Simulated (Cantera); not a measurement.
Input: 1 mol SiH2Cl2, 88 mol N2, 0.048 mol Cl2, held at 975 Torr.

These are equilibrium values from Cantera (NASA tables, ideal gas, pure condensed phases), not measurements of a reactor. Candidate condensed phases: NH4Cl, Si, Si3N4; 28 gas species. The tables' values for SiCl3 are old estimates; treat these amounts as uncertain. Equilibrium is a limit: real reactors are often held back by kinetics, nucleation or transport. All values below are at 1598 K.

Base state: N2 0.978, HCl 0.0165, H2 0.00292, SiCl2 0.00120, SiCl4 0.000685, SiCl3 0.000576, SiHCl3 1.74e-5, Cl 1.13e-5 (mole fractions); condensed: Si3N4(s).

### Question
What changes in the equilibrium state with this change: SiH2Cl2 replaced by Si2H6?

### Answer
| species | before | after |
|---|---|---|
| N2 | 0.978 | 0.966 |
| H2 | 0.00292 | 0.0329 |
| HCl | 0.0165 | 0.00107 |
| SiCl2 | 0.00120 | 4.49e-7 |
| SiCl4 | 0.000685 | <1e-9 |
| SiCl3 | 0.000576 | 4.16e-9 |
| SiHCl3 | 1.74e-5 | <1e-9 |
| Cl | 1.13e-5 | 2.18e-7 |
| Si3N4(s), mol | 0.260 | 0.667 |
The feed counts by its element totals alone.
